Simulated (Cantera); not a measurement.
An isothermal, constant-pressure homogeneous reactor starts with N2O : N2 = 1 : 3.7 (molar parts), at 1300 K and 100000 Pa.

Detailed kinetics in Cantera: GRI-Mech 3.0 (53 species, 325 reactions). GRI-Mech 3.0 was tuned for natural gas; its chemistry of N2O as a main component is partial and can be far from experiment. The mechanism lacks the step 2 NO + O2 → 2 NO2, which can matter for NO2 below about 1400 K. The temperature is held fixed by assumption; the heat of reaction is taken as removed at once.

One state of this run: x N2O = 0.0179; x NO = 0.0208; x O2 = 0.0775; x O = 1.59e-6; x N2 = 0.884. x: mole fraction; the columns are a selection and need not sum to one.

**Question.** Which value of t (s) does it belong to?
(A) 0.0969
(B) 2.00
(C) 0.938
(D) 0.0454

**Answer.** C, 0.938
